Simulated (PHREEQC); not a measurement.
Nickel, zinc or cadmium bath

Dissolve 0.007 mol CdSO4 and 0.06 mol MnSO4 per kg of water at 85 °C. Closed to the air; pH follows from the charge balance.

Equilibrium calculation in PHREEQC: ion-association model, phreeqc.dat.

pH: 5.74
ionic strength: 0.114 mol/kgw
specific conductance: 12900 µS/cm
density: 0.978 g/cm³

```json
[
 {"species": "MnSO4", "molality": "0.0345", "activity": "0.0354", "log γ": "0.011"},
 {"species": "SO4-2", "molality": "0.0278", "activity": "0.00876", "log γ": "-0.501"},
 {"species": "Mn+2", "molality": "0.0255", "activity": "0.00877", "log γ": "-0.463"},
 {"species": "CdSO4", "molality": "0.00320", "activity": "0.00328", "log γ": "0.011"},
 {"species": "Cd+2", "molality": "0.00306", "activity": "0.000957", "log γ": "-0.505"},
 {"species": "Cd(SO4)2-2", "molality": "0.000743", "activity": "0.000232", "log γ": "-0.505"},
 {"species": "HSO4-", "molality": "9.91e-6", "activity": "7.41e-6", "log γ": "-0.126"},
 {"species": "MnOH+", "molality": "9.56e-6", "activity": "7.18e-6", "log γ": "-0.124"},
 {"species": "CdOH+", "molality": "2.35e-6", "activity": "1.75e-6", "log γ": "-0.126"}
]
```

Precipitation was switched off in this run. Species that the database lacks are ignored. Away from 25 °C the constants follow the database's enthalpies or fits; those with neither stay at their 25 °C values.
